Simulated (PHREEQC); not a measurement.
0.027 g of hydrous ferric oxide (600 m²/g; 0.2 weak and 0.005 strong sites per Fe, Dzombak-Morel constants, diffuse double layer) in 1 kg of water with 0.3 mol/kgw of an inert sodium salt and 3.4e-05 mol H3BO3, at 25 °C; the pH is set by adding NaOH or the inert anion's acid. Oxygen is held at 0.21 atm. CO2 from the air is kept out. No solid was allowed to form.

Base run: PHREEQC, ion-association model, wateq4f.dat. Each further column changes one thing. The table gives surface charge σ (C/m²).

| pH | base | background salt from 0.3 to 0.03 mol/kgw | oxide from 0.027 to 0.14 g/kgw | 0.0002 mol/kgw ZnCl2 added |
|---|---|---|---|---|
| 4 | 0.349 | 0.270 | 0.349 | 0.349 |
| 5.33 | 0.231 | 0.125 | 0.231 | 0.232 |
| 6 | 0.154 | 0.074 | 0.154 | 0.158 |
| 6.67 | 0.091 | 0.040 | 0.091 | 0.109 |
| 8 | 0.006 | 0.002 | 0.006 | 0.111 |
| 9.33 | -0.074 | -0.032 | -0.074 | 0.052 |
| 10 | -0.132 | -0.062 | -0.132 | 0.004 |
| 10.67 | -0.205 | -0.107 | -0.205 | -0.047 |
| 12 | -0.339 | -0.262 | -0.339 | -0.273 |

 In at least one series the solution becomes supersaturated in solids that the run did not let form, among them Zn(OH)2-e, Zn5(OH)8Cl2.
